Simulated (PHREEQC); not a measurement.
0.056 g of hydrous ferric oxide (600 m²/g; 0.2 weak and 0.005 strong sites per Fe, Dzombak-Morel constants, diffuse double layer) in 1 kg of water with 0.005 mol/kgw of an inert sodium salt and 3.7e-06 mol BaCl2, at 25 °C; the pH is set by adding NaOH or the inert anion's acid. Oxygen is held at 0.21 atm. CO2 from the air is kept out. No solid was allowed to form.

The series has 17 steps of pH, from 4 to 12.

Equilibrium calculation in PHREEQC: ion-association model, wateq4f.dat.

**Question.** Near which pH is half of the Ba sorbed, and on which side is more sorbed?

**Answer.** Near pH 8.5, with more sorbed at higher pH.
